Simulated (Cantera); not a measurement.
Input (Python, Cantera):

```python
import numpy as np
import cantera as ct

gas = ct.Solution("gri30.yaml")
gas.TPX = 1150, 14000, {'CO': 0.005, 'O2': 0.011, 'H2O': 0.041, 'N2': 1}
reactor = ct.IdealGasConstPressureReactor(gas, energy="off", clone=False)
net = ct.ReactorNet([reactor])
net.rtol, net.atol = 1e-08, 1e-18
show = ['CO', 'O2', 'H2O', 'H', 'N2O']
times = np.geomspace(1e-06, 30, 10)

steps = ct.SolutionArray(gas, extra=["t"])
rows = []
print(f"{'t/s':>10s}{'T/K':>9s}{'P/Pa':>11s}" + "".join(f"{s:>11s}" for s in show))
for t in times:
    while net.time < t:
        t_next = net.step()
        steps.append(gas.state, t=t_next)
    rows.append([np.interp(t, steps.t, y) for y in (steps.T, steps.P, *steps(*show).X.T)])
    print(f"{t:10.3e}{rows[-1][0]:9.1f}{rows[-1][1]:11.4g}" + "".join(f"{x:11.3e}" for x in rows[-1][2:]))
rate = np.gradient(steps.T, steps.t)
print("integrator steps:", len(steps.t))
if steps.T.max() > steps.T[0] + 200:
    print(f"time of steepest temperature rise: {steps.t[rate.argmax()]:.4e} s")
gas.TPX = 1150, 14000, {'CO': 0.005, 'O2': 0.011, 'H2O': 0.041, 'N2': 1}
gas.equilibrate("TP")
print(f"equilibrium (TP): T = {gas.T:.1f} K  " + "  ".join(f"{s} {gas[s].X[0]:.3e}" for s in show))
```

Output:

```
       t/s      T/K       P/Pa         CO         O2        H2O          H        N2O
 1.000e-06   1150.0    1.4e+04  4.730e-03  1.041e-02  3.879e-02  6.904e-18  4.008e-20
 6.773e-06   1150.0    1.4e+04  4.730e-03  1.041e-02  3.879e-02  3.024e-16  2.954e-19
 4.588e-05   1150.0    1.4e+04  4.730e-03  1.041e-02  3.879e-02  1.702e-14  3.051e-18
 3.107e-04   1150.0    1.4e+04  4.730e-03  1.041e-02  3.879e-02  1.573e-12  6.617e-17
 2.105e-03   1150.0    1.4e+04  4.730e-03  1.041e-02  3.879e-02  1.166e-10  2.345e-15
 1.425e-02   1150.0    1.4e+04  4.727e-03  1.041e-02  3.879e-02  5.385e-07  1.050e-11
 9.655e-02   1150.0    1.4e+04  7.602e-05  8.120e-03  3.869e-02  4.154e-05  2.918e-08
 6.539e-01   1150.0    1.4e+04  8.359e-07  8.059e-03  3.887e-02  7.889e-08  4.080e-08
 4.429e+00   1150.0    1.4e+04  1.961e-08  8.060e-03  3.888e-02  1.186e-09  4.089e-08
 3.000e+01   1150.0    1.4e+04  1.931e-09  8.060e-03  3.888e-02  5.587e-11  2.641e-08
integrator steps: 1537
equilibrium (TP): T = 1150.0 K  CO 7.262e-10  O2 8.046e-03  H2O 3.888e-02  H 1.421e-11  N2O 8.424e-10
```

Model: GRI-Mech 3.0 (53 species, 325 reactions), integrated in Cantera.
